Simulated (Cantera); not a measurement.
**Calcination and drying: Ca(OH)2 + CO2 + O2**

Input: 1 mol Ca(OH)2, 4.5 mol CO2, a varied amount of O2, held at 1900 K and 1.00 Torr.

Cantera equilibrium calculation (NASA polynomials, part measured and part estimated; ideal gas, pure solids and liquids). Candidate condensed phases: C, C6H6, C7H8, C8H18, Ca, CaCO3, CaO, Ca(OH)2, H2O; 115 gas species. Rates play no part.

```tsv
n(O2) (mol)	x O2	x CO2	x H2O	x CO	x OH	x O	x H2	n CaO(s)
0.049	0.0368	0.727	0.168	0.0570	0.00536	0.00157	0.00312	1.000
0.1	0.0431	0.726	0.167	0.0525	0.00556	0.00170	0.00287	1.000
0.21	0.0574	0.722	0.164	0.0452	0.00593	0.00196	0.00245	1.000
0.45	0.0899	0.704	0.159	0.0353	0.00652	0.00245	0.00189	1.000
0.94	0.154	0.661	0.147	0.0253	0.00718	0.00320	0.00134	1.000
2	0.268	0.575	0.127	0.0167	0.00765	0.00423	0.000872	1.000
4.2	0.429	0.449	0.0975	0.0103	0.00755	0.00535	0.000531	1.000
8.7	0.606	0.308	0.0660	0.00595	0.00677	0.00636	0.000302	1.000
18	0.758	0.187	0.0392	0.00323	0.00552	0.00711	0.000161	1.000
```
x: gas mole fraction; n: condensed amount in mol.

From 0.049 mol O2 to 18 mol O2 the condensed part is CaO(s). The main Ca-bearing gas is Ca(OH)2 throughout.
